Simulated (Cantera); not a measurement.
Cantera run:

```python
import numpy as np
import cantera as ct

gas_names = """
    C CH CH2 CH3 CH4 CN C2 C2H C2H2,acetylene C2H2,vinylidene C2H3,vinyl CH3CN C2H4 C2H5 C2H6 CCN CNC
    C2N2 C3 C3H3,propargyl C3H4,allene C3H4,propyne C3H4,cyclo- C3H5,allyl C3H6,propylene C3H6,cyclo-
    C3H7,n-propyl C3H7,i-propyl C3H8 C4 C4H2 C4H4,1,3-cyclo- C4H6,butadiene C4H6,2-butyne C4H6,cyclo-
    C4H8,1-butene C4H8,cis2-buten C4H8,tr2-butene C4H8,isobutene C4H8,cyclo- C4H9,n-butyl C4H9,i-butyl
    C4H9,s-butyl C4H9,t-butyl C4H10,isobutane C4H10,n-butane C4N2 C5 C5H6,1,3cyclo- C5H8,cyclo-
    C5H10,1-pentene C5H10,cyclo- C5H11,pentyl C5H11,t-pentyl C5H12,n-pentane C5H12,i-pentane
    CH3C(CH3)2CH3 C6H2 C6H5,phenyl C6H6 C6H10,cyclo- C6H12,1-hexene C6H12,cyclo- C6H13,n-hexyl
    C7H7,benzyl C7H8 C7H14,1-heptene C7H15,n-heptyl C7H16,n-heptane C8H8,styrene C8H10,ethylbenz
    C8H16,1-octene C8H17,n-octyl C8H18,isooctane C8H18,n-octane C9H19,n-nonyl C10H8,naphthale
    C10H21,n-decyl C12H9,o-bipheny C12H10,bipheny H HCN HCCN HNC H2 N NH NH2 NH3 N2 N2H2 N2H4
""".split()
cond_names = """
    C(gr) C6H6(L) C7H8(L) C8H18(L),n-octa
""".split()


def load(file, names, dense=False):
    # The tables refer to 1 bar. Condensed volumes are neglected.
    table = {s.name: s for s in ct.Species.list_from_file(file)}
    out = []
    for n in names:
        d = dict(table[n].input_data)
        d["thermo"] = dict(d["thermo"], **{"reference-pressure": 1e5})
        if dense:
            d["equation-of-state"] = {"model": "constant-volume", "density": "1e6 g/cm^3"}
        out.append(ct.Species.from_dict(d))
    return out


gas = ct.Solution(thermo="ideal-gas", species=load("nasa_gas.yaml", gas_names))
cond = {s.name: ct.Solution(thermo="fixed-stoichiometry", species=[s], name=s.name)
        for s in load("nasa_condensed.yaml", cond_names, dense=True)}
atoms = {
    'C': {'C': 1},
    'H2': {'H': 2},
    'N2': {'N': 2},
}
top_T = {'C(gr)': 4500}  # K; cautious upper limits of use, not melting points


def equilibrate(T, P, feed):
    n = {}
    for name, mol in feed.items():
        for a, k in atoms[name].items():
            n[a] = n.get(a, 0.0) + k * mol
    gas.TPX = T, P, n
    mass = sum(n.values()) * gas.mean_molecular_weight
    gas.equilibrate("TP")
    valid = [c for c in cond.values() if c.min_temp <= T <= top_T.get(c.name, c.max_temp)]
    mix = ct.Mixture([(gas, mass / gas.mean_molecular_weight)] + [(c, 0.0) for c in valid])
    mix.T, mix.P = T, P
    mix.equilibrate("TP", solver="vcs", rtol=1e-11, max_steps=5000)
    return mix


results = []
feed = {'C': 1, 'H2': 0.95, 'N2': 0.37}  # mol
T = 1700  # K
for P in [10, 72, 520, 3700, 27000, 190000, 1400000, 10000000]:
    mix = equilibrate(T, P, feed)
    results.append((T, P, feed, dict(zip(mix.species_names, mix.species_moles))))
    x = sorted(zip(gas.X, gas.species_names), reverse=True)
    print(f"T = {T:g} K  P = {P:g} Pa  gas = {mix.phase_moles(0):.4g} mol")
    print("   x: " + "  ".join(f"{s} {v:.3e}" for v, s in x if v > 0.0001))
    print("   condensed (mol): " + ("  ".join(f"{mix.phase(i).name} {mix.phase_moles(i):.4g}"
          for i in range(1, mix.n_phases) if mix.phase_moles(i) > 1e-12) or "none"))
```

Output:

```
T = 1700 K  P = 10 Pa  gas = 1.328 mol
   x: H2 7.081e-01  N2 2.777e-01  H 1.240e-02  HCN 1.624e-03
   condensed (mol): C(gr) 0.9976
T = 1700 K  P = 72 Pa  gas = 1.323 mol
   x: H2 7.148e-01  N2 2.788e-01  H 4.643e-03  HCN 1.635e-03
   condensed (mol): C(gr) 0.9976
T = 1700 K  P = 520 Pa  gas = 1.321 mol
   x: H2 7.173e-01  N2 2.792e-01  H 1.731e-03  HCN 1.639e-03
   condensed (mol): C(gr) 0.9976
T = 1700 K  P = 3700 Pa  gas = 1.32 mol
   x: H2 7.182e-01  N2 2.794e-01  HCN 1.641e-03  H 6.492e-04
   condensed (mol): C(gr) 0.9976
T = 1700 K  P = 27000 Pa  gas = 1.32 mol
   x: H2 7.184e-01  N2 2.795e-01  HCN 1.641e-03  H 2.403e-04  CH4 1.526e-04
   condensed (mol): C(gr) 0.9974
T = 1700 K  P = 190000 Pa  gas = 1.319 mol
   x: H2 7.173e-01  N2 2.797e-01  HCN 1.641e-03  CH4 1.071e-03
   condensed (mol): C(gr) 0.9962
T = 1700 K  P = 1.4e+06 Pa  gas = 1.31 mol
   x: H2 7.087e-01  N2 2.816e-01  CH4 7.703e-03  HCN 1.636e-03  NH3 1.613e-04
   condensed (mol): C(gr) 0.9875
T = 1700 K  P = 1e+07 Pa  gas = 1.259 mol
   x: H2 6.571e-01  N2 2.926e-01  CH4 4.730e-02  HCN 1.606e-03  NH3 1.049e-03  C2H4 1.545e-04
   condensed (mol): C(gr) 0.9377
```

Equilibrium computed with Cantera from the NASA thermochemical tables; the gas is ideal and each condensed phase is pure. The ideal-gas law is rough above about 30 bar.
